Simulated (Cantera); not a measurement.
# Silicon etching in halogen gases: Si + F2 + H2

A closed system holds: 1 mol Si, 0.88 mol F2, 0.18 mol H2, at 898.15 K.

Equilibrium computed with Cantera from the NASA thermochemical tables; the gas is ideal and each condensed phase is pure. Candidate condensed phases: Si; 25 gas species. The tables' values for SiF3, SiF2 are old estimates; treat these amounts as uncertain. Equilibrium is a limit: real reactors are often held back by kinetics, nucleation or transport.

```json
[
 {"P (Pa)": "1", "x SiF4": "0.707", "x H2": "0.289", "x SiHF3": "0.00215", "x SiF3": "0.00159", "x SiH2F2": "3.64e-6", "x HF": "3.20e-5", "x SiF2": "1.18e-5", "n Si(s)": "0.559"},
 {"P (Pa)": "4.20", "x SiF4": "0.707", "x H2": "0.289", "x SiHF3": "0.00307", "x SiF3": "0.00111", "x SiH2F2": "7.44e-6", "x HF": "2.23e-5", "x SiF2": "5.75e-6", "n Si(s)": "0.559"},
 {"P (Pa)": "18", "x SiF4": "0.706", "x H2": "0.288", "x SiHF3": "0.00441", "x SiF3": "0.000771", "x SiH2F2": "1.54e-5", "x HF": "1.55e-5", "x SiF2": "2.78e-6", "n Si(s)": "0.559"},
 {"P (Pa)": "75", "x SiF4": "0.706", "x H2": "0.288", "x SiHF3": "0.00629", "x SiF3": "0.000539", "x SiH2F2": "3.13e-5", "x HF": "1.08e-5", "x SiF2": "1.36e-6", "n Si(s)": "0.559"},
 {"P (Pa)": "320", "x SiF4": "0.704", "x H2": "0.286", "x SiHF3": "0.00900", "x SiF3": "0.000374", "x SiH2F2": "6.43e-5", "x HF": "7.51e-6", "x SiF2": "6.57e-7", "n Si(s)": "0.559"},
 {"P (Pa)": "1300", "x SiF4": "0.702", "x H2": "0.285", "x SiHF3": "0.0127", "x SiF3": "0.000263", "x SiH2F2": "0.000129", "x HF": "5.27e-6", "x SiF2": "3.26e-7", "n Si(s)": "0.558"},
 {"P (Pa)": "5600", "x SiF4": "0.699", "x H2": "0.282", "x SiHF3": "0.0182", "x SiF3": "0.000182", "x SiH2F2": "0.000264", "x HF": "3.64e-6", "x SiF2": "1.57e-7", "n Si(s)": "0.557"},
 {"P (Pa)": "24000", "x SiF4": "0.695", "x H2": "0.279", "x SiHF3": "0.0259", "x SiF3": "0.000126", "x SiH2F2": "0.000538", "x HF": "2.51e-6", "x SiF2": "7.54e-8", "n Si(s)": "0.556"},
 {"P (Pa)": "100000", "x SiF4": "0.689", "x H2": "0.274", "x SiHF3": "0.0364", "x SiF3": "8.76e-5", "x SiH2F2": "0.00107", "x HF": "1.74e-6", "x SiF2": "3.68e-8", "n Si(s)": "0.554"}
]
```
x: gas mole fraction; n: condensed amount in mol.

From 0.00750 Torr to 750 Torr the condensed part is Si(s). The main Si-bearing gas is SiF4 throughout.
